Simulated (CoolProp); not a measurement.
Saturated liquid density (kg/m³) of R1336mzz(Z): the reference equation beside estimates from Tc = 171.3 °C, pc = 29.04 bar, ω = 0.386. Rackett uses Z = 0.29056 − 0.08775 ω.

Values from CoolProp's reference Helmholtz-energy equation of state, McLinden 2020.

```
T (°C)  reference  Rackett  Redlich-Kwong  Soave-Redlich-Kwong  Peng-Robinson
------  ---------  -------  -------------  -------------------  -------------
8.75         1406     1393           1137                 1198           1352
14.75        1391     1378           1123                 1186           1339
20.65        1376     1363           1109                 1173           1326
26.65        1360        ?           1095                 1160              ?
32.65        1345     1331           1080                    ?           1297
38.55        1329     1315              ?                 1132           1281
44.55        1312     1299           1050                 1118           1265
50.55        1296     1282           1033                    ?           1249
56.45        1279     1265           1017                 1087           1231
62.45        1261     1247           1000                 1070           1213
68.35        1243        ?          982.7                 1053           1194
```

Problem. What belongs in the gaps?

Solution. 
- 26.65, Rackett: 1347
- 26.65, Peng-Robinson: 1311
- 32.65, Soave-Redlich-Kwong: 1146
- 38.55, Redlich-Kwong: 1065
- 50.55, Soave-Redlich-Kwong: 1102
- 68.35, Rackett: 1230

Absolute difference from the reference over all 11 rows, mean and median: Rackett 1.0 and 1.0 %, Redlich-Kwong 19.9 and 19.9 %, Soave-Redlich-Kwong 14.9 and 14.8 %, Peng-Robinson 3.7 and 3.6 %.
